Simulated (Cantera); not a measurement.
Input: 1 mol BF3, 3.4 mol H2, 24 mol N2, 25 mol NH3, at 2325 K and 0.000680 bar.

Cantera equilibrium calculation (NASA polynomials, part measured and part estimated; ideal gas, pure solids and liquids). Candidate condensed phases: B, BN; 31 gas species. The tables' values for BF2 are old estimates; treat these amounts as uncertain. The numbers say what is thermodynamically allowed, not how fast it happens.

Question: What is the equilibrium state?

Answer: 
```json
{
  "x(N2)": "0.405",
  "x(H2)": "0.323",
  "x(H)": "0.240",
  "x(HF)": "0.0219",
  "x(BF)": "0.0108",
  "x(BF2)": "0.000275",
  "x(B)": "2.18e-5",
  "x(F)": "2.08e-5",
  "x(BF3)": "2.74e-6",
  "gas_amount": "90.20 mol",
  "log10 activity of B(s) (absent)": "-2.97"
}
```
